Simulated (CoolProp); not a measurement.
Ethylene at several states: fugacity coefficient from the reference equation and from simpler models built on Tc = 282.4 K, pc = 5.042 MPa, ω = 0.087; each cubic takes its own stable root.

The numbers come from the reference Helmholtz-energy equation of state, Smukala 2000 in CoolProp.

```
T (K)  p (MPa)          phase  reference
-----  -------  -------------  ---------
289.4     3.95            gas     0.7621
248.6     1.26            gas     0.8771
311     0.0189            gas     0.9991
365.6     1.53            gas     0.9559
429.6     23.6  supercritical     0.7342
401.4     7.91  supercritical     0.8471
```

**Question.** How far does each simpler model (Redlich-Kwong, Soave-Redlich-Kwong) lie from the reference over these 6 states: mean and median of the absolute difference, and the worst?

**Answer.** 
- Redlich-Kwong: mean 0.7 %, median 0.3 %, worst -1.9 % at 429.6 K and 23.6 MPa
- Soave-Redlich-Kwong: mean 1.0 %, median 0.1 %, worst +5.0 % at 429.6 K and 23.6 MPa
